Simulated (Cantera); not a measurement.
What does this Cantera script print?

```python
import numpy as np
import cantera as ct

gas = ct.Solution("h2o2.yaml")
gas.TPX = 375, 230000, {'H2': 1, 'O2': 0.667, 'N2': 2.51, 'H2O': 0.15}
flame = ct.FreeFlame(gas, width=0.022)
flame.set_refine_criteria(ratio=3, slope=0.08, curve=0.16)
flame.transport_model = "mixture-averaged"
flame.solve(loglevel=0, auto=True)
flame.transport_model = "multicomponent"
flame.soret_enabled = True
flame.solve(loglevel=0, refine_grid=True)
z, T = flame.grid, flame.T
thick = (T[-1] - T[0]) / np.gradient(T, z).max()
show = ['H2', 'O2', 'H2O', 'H', 'OH', 'H2O2']
print(f"laminar burning velocity  {flame.velocity[0] * 100:.3f} cm/s")
print(f"burnt temperature         {T[-1]:.1f} K")
print(f"thermal thickness         {thick * 1e3:.4f} mm")
print(f"grid points               {len(z)}")
z0 = z[flame.heat_release_rate.argmax()]
print(f"{'z/mm':>9s}{'T/K':>9s}{'u/(m/s)':>9s}" + "".join(f"{s:>11s}" for s in show))
rows = []
for k in (-3, -2, -1.5, -1, -0.5, -0.25, 0, 0.25, 0.5, 1, 2, 4, 8):
    zz = z0 + k * thick
    rows.append([k * thick, np.interp(zz, z, T), np.interp(zz, z, flame.velocity),
                 *(np.interp(zz, z, flame.X[gas.species_index(s)]) for s in show)])
    print(f"{rows[-1][0] * 1e3:9.3f}{rows[-1][1]:9.1f}{rows[-1][2]:9.3f}" + "".join(f"{x:11.3e}" for x in rows[-1][3:]))
```

It prints:

```
laminar burning velocity  137.640 cm/s
burnt temperature         2041.2 K
thermal thickness         0.1361 mm
grid points               111
     z/mm      T/K  u/(m/s)         H2         O2        H2O          H         OH       H2O2
   -0.408    375.0    1.376  2.307e-01  1.542e-01  3.468e-02  9.915e-15  2.939e-13  4.382e-10
   -0.272    375.2    1.373  2.285e-01  1.547e-01  3.480e-02  2.449e-13  7.764e-12  1.850e-08
   -0.204    375.8    1.368  2.239e-01  1.556e-01  3.503e-02  1.928e-12  7.934e-11  1.381e-07
   -0.136    381.9    1.363  2.070e-01  1.590e-01  3.614e-02  1.398e-10  7.369e-09  2.334e-06
   -0.068    516.5    1.739  1.491e-01  1.643e-01  5.212e-02  7.989e-06  2.764e-05  8.414e-05
   -0.034    860.8    2.843  1.097e-01  1.471e-01  9.666e-02  9.697e-04  6.492e-04  1.066e-04
    0.000   1246.2    4.092  6.692e-02  1.130e-01  1.633e-01  5.388e-03  2.148e-03  2.861e-05
    0.034   1506.9    4.945  3.412e-02  8.047e-02  2.183e-01  8.991e-03  5.366e-03  6.012e-06
    0.068   1657.4    5.435  1.906e-02  6.360e-02  2.458e-01  8.722e-03  8.124e-03  3.391e-06
    0.136   1809.3    5.915  1.065e-02  5.378e-02  2.644e-01  5.381e-03  9.716e-03  1.810e-06
    0.272   1926.0    6.269  6.091e-03  5.022e-02  2.761e-01  2.120e-03  8.584e-03  1.000e-06
    0.544   1995.1    6.472  2.764e-03  4.885e-02  2.839e-01  5.947e-04  6.197e-03  5.749e-07
    1.089   2027.2    6.564  1.036e-03  4.862e-02  2.880e-01  1.333e-04  3.974e-03  3.298e-07
```

Detailed kinetics in Cantera: the H2/O2 subset of GRI-Mech 3.0, which has no nitrogen chemistry. The hydrogen kinetics of GRI-Mech 3.0 are dated; newer H2 mechanisms differ, most at raised pressure. Burning velocities carry a grid error of a few per cent, more on coarse grids.
